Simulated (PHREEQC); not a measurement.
A solution holds 21 mmol/kgw ZnSO4, 0.058 mmol/kgw H3BO3 and 160 mmol/kgw HCl, at 25 °C. Closed to the air; pH follows from the charge balance.

The numbers come from PHREEQC with the ion-association model, phreeqc.dat.

```json
[
 {"quantity": "pH", "before": "0.94", "after": "0.95"},
 {"quantity": "ionic strength (mol/kgw)", "before": "0.202", "after": "0.190"},
 {"quantity": "Zn+2 (mol/kgw)", "before": "0.0174", "after": "0.0135"},
 {"quantity": "HSO4- (mol/kgw)", "before": "0.0160", "after": "0.0185"},
 {"quantity": "SO4-2 (mol/kgw)", "before": "0.00367", "after": "0.00192"},
 {"quantity": "ZnSO4 (mol/kgw)", "before": "0.00123", "after": "0.000578"}
]
```

Question: Name the change that produced these shifts.
(A) ZnSO4 from 0.021 to 0.0189 mol/kgw
(B) H3BO3 from 5.8e-05 to 1.16e-05 mol/kgw
(C) diluted 5-fold with water
(D) HCl left out
(E) temperature from 25 to 60 °C

Answer: E, temperature from 25 to 60 °C

This is a speciation only: nothing precipitates in the calculation. Away from 25 °C the constants follow the database's enthalpies or fits; those with neither stay at their 25 °C values.
